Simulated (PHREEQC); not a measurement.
Ultrapure water in contact with air or piping

Synthetic water in mg/L, 25 °C, pH 6.11, pe 1.3: Na 0.353; K 0.0287; Ca 0.549; Mg 0.0665; Cl 1.6; S(6) as SO4 0.0686; Alkalinity as HCO3 0.225; Zn 0.0489; B 0.00472; Br 0.0443; Sr 0.000733; Mn(2) 0.000833.

Valence states are taken as typed.

The numbers come from PHREEQC with the ion-association model, phreeqc.dat.

Precipitation was switched off in this run.

Task: Predict the charge-balance error.

Result: charge-balance error -0.3 %.

Task: In which forms is C present?

Result: CO2 63 %, HCO3- 37 % of the C.

Species that the database lacks are ignored.
